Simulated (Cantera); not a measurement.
Charge: 1 mol SO₂, 0.78 mol H₂O, equilibrated at 1823 K and 0.100 bar.

Cantera equilibrium calculation (NASA polynomials, part measured and part estimated; ideal gas, pure solids and liquids). Candidate condensed phases: H₂O, H₂SO₄, S; 19 gas species. Kinetics and transport are ignored.

Base state: SO₂ 0.559, H₂O 0.435, H₂ 0.00235, O₂ 0.00152, SO 0.00116, OH 0.000855, SO₃ 6.69e-5, H 6.64e-5 (mole fractions); condensed: gas only.

What changes in the equilibrium state with this change: SO₂ replaced by NF₃?


```json
[
 {"species": "HF", "before": "0", "after": "0.401"},
 {"species": "F", "before": "0", "after": "0.370"},
 {"species": "N₂", "before": "0", "after": "0.128"},
 {"species": "SO₂", "before": "0.559", "after": "0"},
 {"species": "H₂O", "before": "0.435", "after": "<1e-9"},
 {"species": "O₂", "before": "0.00152", "after": "0.0996"},
 {"species": "H₂", "before": "0.00235", "after": "<1e-9"},
 {"species": "NO", "before": "0", "after": "0.00125"},
 {"species": "SO", "before": "0.00116", "after": "0"},
 {"species": "F₂", "before": "0", "after": "0.000170"},
 {"species": "SO₃", "before": "6.69e-5", "after": "0"}
]
```
